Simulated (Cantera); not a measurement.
A Cantera script and what it prints.

```python
import numpy as np
import cantera as ct

gas_names = """
    H H2 N NH NH2 NH3 N2 N2H2 N2H4 Si SiH SiH2 SiH3 SiH4 SiN Si2 Si2N Si3
""".split()
cond_names = """
    Si(cr) Si(L) Si3N4(a)
""".split()


# ... load() reads the species with a 1 bar reference pressure and builds the phases ...
atoms = {
    'SiH4': {'Si': 1, 'H': 4},
    'NH3': {'N': 1, 'H': 3},
    'H2': {'H': 2},
}
top_T = {'Si3N4(a)': 2400}  # K; cautious upper limits of use, not melting points


# ... equilibrate(T, P, feed) seeds the gas with the atoms and calls Mixture.equilibrate('TP', solver="vcs", rtol=1e-11, max_steps=5000) ...
results = []
T = 875  # K
P = 42000  # Pa
for m in [0.13, 0.19, 0.26, 0.36, 0.5, 0.7, 0.98, 1.4, 1.9, 2.7, 3.7, 5.2, 7.2]:
    feed = {'SiH4': 1, 'NH3': m, 'H2': 6.9}  # mol
    mix = equilibrate(T, P, feed)
    results.append((T, P, feed, dict(zip(mix.species_names, mix.species_moles))))

top = {s: max(r[3][s] / sum(r[3][g] for g in gas_names) for r in results) for s in gas_names}
cols = sorted((s for s in top if top[s] > 1e-06), key=lambda s: -top[s])[:7]
seen = [c for c in cond_names if any(r[3].get(c, 0) > 1e-12 for r in results)]
print("log10 of partial pressures in bar; condensed amounts in mol")
print(f"{'n(NH3)':>10s}" + "".join(f"{s[:9]:>10s}" for s in cols + seen))
for T, P, feed, n in results:
    ng = sum(n[g] for g in gas_names)
    print(f"{feed['NH3']:10.4g}" + "".join(f"{np.log10(max(n[s] / ng * P / 1e5, 1e-99)):10.3f}" for s in cols)
          + "".join(f"{n.get(c, 0):10.4g}" for c in seen))
```

Output:

```
log10 of partial pressures in bar; condensed amounts in mol
    n(NH3)        H2        N2       NH3    Si(cr)  Si3N4(a)
      0.13    -0.377   -13.574   -10.178    0.9025    0.0325
      0.19    -0.377   -13.574   -10.178    0.8575    0.0475
      0.26    -0.377   -13.574   -10.178     0.805     0.065
      0.36    -0.377   -13.574   -10.178      0.73      0.09
       0.5    -0.377   -13.574   -10.178     0.625     0.125
       0.7    -0.377   -13.574   -10.178     0.475     0.175
      0.98    -0.377   -13.574   -10.178     0.265     0.245
       1.4    -0.378    -2.899    -4.843         0    0.3333
       1.9    -0.387    -2.006    -4.410         0    0.3333
       2.7    -0.399    -1.677    -4.264         0    0.3333
       3.7    -0.411    -1.498    -4.192         0    0.3333
       5.2    -0.424    -1.361    -4.144         0    0.3333
       7.2    -0.437    -1.264    -4.114         0    0.3333
```

Method: chemical equilibrium by Gibbs-energy minimisation in Cantera with the NASA 1993 tables (ideal gas, pure condensed phases).
